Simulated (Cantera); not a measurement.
Input (Python, Cantera) and output of one run.

```python
import numpy as np
import cantera as ct

gas_names = """
    AL ALCL ALCL2 ALCL3 ALN AL2 AL2CL6 CL CL2 N N2
""".split()
cond_names = """
    AL(cr) AL(L) ALCL3(s) ALCL3(L) ALN(s)
""".split()


# ... load() reads the species with a 1 bar reference pressure and builds the phases ...
atoms = {
    'AlN': {'AL': 1, 'N': 1},
    'Cl2': {'CL': 2},
}
top_T = {'ALN(s)': 2750}  # K; cautious upper limits of use, not melting points


# ... equilibrate(T, P, feed) seeds the gas with the atoms and calls Mixture.equilibrate('TP', solver="vcs", rtol=1e-11, max_steps=5000) ...
results = []
feed = {'AlN': 1, 'Cl2': 0.026}  # mol
T = 1573  # K
P = 260000  # Pa
mix = equilibrate(T, P, feed)
results.append((T, P, feed, dict(zip(mix.species_names, mix.species_moles))))
print(gas.report(threshold=1e-05))
for i in range(1, mix.n_phases):
    print(f"{mix.phase(i).name:16s} {mix.phase_moles(i):12.5e} mol")
```

Result:

```
       temperature   1573 K
          pressure   2.6e+05 Pa
           density   1.9489 kg/m^3
  mean mol. weight   98.034 kg/kmol
   phase of matter   gas

                          1 kg             1 kmol
                     ---------------   ---------------
          enthalpy         -3.12e+06       -3.0587e+08  J
   internal energy       -3.2534e+06       -3.1895e+08  J
           entropy            3838.2        3.7627e+05  J/K
    Gibbs function       -9.1575e+06       -8.9774e+08  J
 heat capacity c_p            679.42             66606  J/K
 heat capacity c_v            594.61             58292  J/K

                      mass frac. Y      mole frac. X     chem. pot. / RT
                     ---------------   ---------------   ---------------
              ALCL        0.00027834        0.00043707           -41.871
             ALCL2         0.0069182         0.0069289           -65.938
             ALCL3           0.89512           0.65814           -90.005
            AL2CL6         0.0023513        0.00086442           -180.01
                N2          0.095335           0.33362           -26.302
     [   +6 minor]        1.9602e-06        5.4121e-06

AL(L)             0.00000e+00 mol
ALCL3(L)          0.00000e+00 mol
ALN(s)            9.82599e-01 mol
```

These are equilibrium values from Cantera (NASA tables, ideal gas, pure condensed phases), not measurements of a reactor. The tables' values for AlCl2 are old estimates; treat these amounts as uncertain.
